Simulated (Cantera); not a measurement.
# Equilibrium for carbothermic reduction: TiO2 + C + CO

Feed: 1 mol TiO2, 8 mol C, 0.049 mol CO, at 53.3 Torr.

Method: chemical equilibrium by Gibbs-energy minimisation in Cantera with the NASA 1993 tables (ideal gas, pure condensed phases). Candidate condensed phases: C, Ti, TiC, TiO, TiO2, Ti2O3, Ti3O5, Ti4O7; 15 gas species. TiC: taken at fixed stoichiometry. Condensed phases not in the tables: Magnéli phases beyond Ti4O7. The numbers say what is thermodynamically allowed, not how fast it happens.

| T (K) | log p CO | log p CO2 | log p Ti | log p TiO | log p C3 | n C(graphite) | n Ti4O7(s) | n Ti3O5(s) | n TiC(s) |
|---|---|---|---|---|---|---|---|---|---|
| 1248 | -1.15 | -4.30 | <-13 | <-13 | <-13 | 7.75 | 0.250 | 0 | 0 |
| 1323 | -1.15 | -4.70 | <-13 | <-13 | <-13 | 7.67 | 0 | 0.333 | 0 |
| 1398 | -1.15 | -5.05 | <-13 | <-13 | <-13 | 7.67 | 0 | 0.333 | 0 |
| 1473 | -1.15 | -5.37 | <-13 | -12.71 | <-13 | 5.00 | 0 | 0 | 1.00 |
| 1548 | -1.15 | -5.65 | <-13 | -12.12 | <-13 | 5.00 | 0 | 0 | 1.00 |
| 1623 | -1.15 | -5.91 | -13.03 | -11.59 | <-13 | 5.00 | 0 | 0 | 1.00 |
| 1698 | -1.15 | -6.14 | -12.11 | -11.10 | <-13 | 5.00 | 0 | 0 | 1.00 |
| 1773 | -1.15 | -6.35 | -11.27 | -10.66 | <-13 | 5.00 | 0 | 0 | 1.00 |
| 1848 | -1.15 | -6.55 | -10.50 | -10.25 | -12.32 | 5.00 | 0 | 0 | 1.00 |
| 1923 | -1.15 | -6.72 | -9.79 | -9.88 | -11.41 | 5.00 | 0 | 0 | 1.00 |
| 1998 | -1.15 | -6.89 | -9.13 | -9.53 | -10.58 | 5.00 | 0 | 0 | 1.00 |
| 2073 | -1.15 | -7.04 | -8.53 | -9.21 | -9.80 | 5.00 | 0 | 0 | 1.00 |
| 2148 | -1.15 | -7.17 | -7.96 | -8.91 | -9.09 | 5.00 | 0 | 0 | 1.00 |
log p: log10 of the partial pressure in bar; n: condensed amount in mol.

At 1248 K the condensed part is C(graphite) + Ti4O7(s). From 1323 K to 1398 K the condensed part is C(graphite) + Ti3O5(s). From 1473 K to 2148 K the condensed part is C(graphite) + TiC(s).
